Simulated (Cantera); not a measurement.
A Cantera script and what it prints.

```python
import numpy as np
import cantera as ct

gas_names = [...]  # 151 gases of nasa_gas.yaml made of C, H, N, O, Si
cond_names = """
    C(gr) C6H6(L) C7H8(L) C8H18(L),n-octa H2O(s) H2O(L) Si(cr) Si(L) SiC(b) SiO2(Lqz) SiO2(hqz) SiO2(L)
    Si2N2O(s) Si3N4(a)
""".split()


# ... load() reads the species with a 1 bar reference pressure and builds the phases ...
atoms = {
    'Si3N4': {'Si': 3, 'N': 4},
    'CO2': {'C': 1, 'O': 2},
    'H2': {'H': 2},
}
top_T = {'C(gr)': 4500, 'SiC(b)': 3050, 'Si2N2O(s)': 2100, 'Si3N4(a)': 2400}  # K; cautious upper limits of use, not melting points


# ... equilibrate(T, P, feed) seeds the gas with the atoms and calls Mixture.equilibrate('TP', solver="vcs", rtol=1e-11, max_steps=5000) ...
results = []
feed = {'Si3N4': 1, 'CO2': 3.3, 'H2': 550}  # mol
T = 1625  # K
P = 100000  # Pa
mix = equilibrate(T, P, feed)
results.append((T, P, feed, dict(zip(mix.species_names, mix.species_moles))))
x = sorted(zip(gas.X, gas.species_names), reverse=True)
print(f"T = {T:g} K  P = {P:g} Pa  gas = {mix.phase_moles(0):.4g} mol")
print("   x: " + "  ".join(f"{s} {v:.3e}" for v, s in x if v > 0.001))
print("   condensed (mol): " + ("  ".join(f"{mix.phase(i).name} {mix.phase_moles(i):.4g}"
      for i in range(1, mix.n_phases) if mix.phase_moles(i) > 1e-12) or "none"))
```

Output:

```
T = 1625 K  P = 100000 Pa  gas = 554.6 mol
   x: H2 9.914e-01  CO 5.895e-03  N2 2.084e-03
   condensed (mol): SiO2(hqz) 1.104  Si2N2O(s) 0.8424
```

These are equilibrium values from Cantera (NASA tables, ideal gas, pure condensed phases), not measurements of a reactor. Mutual solubility and eutectic melting of coexisting phases are not modelled. The tables hold silica as quartz up to 1696 K and as liquid above; real silica turns to tridymite and cristobalite and melts near 1996 K.
